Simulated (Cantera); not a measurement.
A closed system holds: 1 mol PbO, 0.11 mol O2, 0.13 mol H2, held at 1330 Pa.

These are equilibrium values from Cantera (NASA tables, ideal gas, pure condensed phases), not measurements of a reactor. Candidate condensed phases: H2O, Pb, PbO, PbO2, Pb3O4; 12 gas species. Gases not in the tables: (PbO)n polymers. The numbers say what is thermodynamically allowed, not how fast it happens.

Task: Which condensed phases are stable at each of these points (T (K)): 775, 825, 875, 925, 975, 1025, 1075, 1125, 1175, 1225, 1275, 1325?

Result: 
```csv
T (K),condensed phases,Pb condensed (%)
775,PbO(yellow),100.0
825,PbO(yellow),100.0
875,PbO(yellow),100.0
925,PbO(yellow),100.0
975,PbO(yellow),100.0
1025,PbO(yellow),100.0
1075,PbO(yellow),100.0
1125,PbO(yellow),100.0
1175,PbO(l),99.9
1225,PbO(l),99.8
1275,PbO(l),99.6
1325,PbO(l),99.0
```

From 775 K to 1125 K the condensed part is PbO(yellow). From 1175 K to 1325 K the condensed part is PbO(l).
